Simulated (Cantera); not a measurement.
A closed system holds: 1 mol PbS, 20 mol H2, 41 mol N2, at 702 °C and 0.170 bar.

Method: chemical equilibrium by Gibbs-energy minimisation in Cantera with the NASA 1993 tables (ideal gas, pure condensed phases). Candidate condensed phases: Pb, PbS, S; 18 gas species. Equilibrium is a limit: real reactors are often held back by kinetics, nucleation or transport.

### Question
What is the equilibrium state?

### Answer
```json
{
  "x(N2)": "0.672",
  "x(H2)": "0.323",
  "x(H2S)": "0.00447",
  "x(PbS)": "0.000263",
  "x(Pb)": "5.39e-5",
  "x(NH3)": "1.77e-5",
  "n(Pb(l))": "0.269 mol",
  "n(PbS(s))": "0.711 mol",
  "gas_amount": "61.02 mol",
  "log10 activity of S(l) (absent)": "-4.41"
}
```
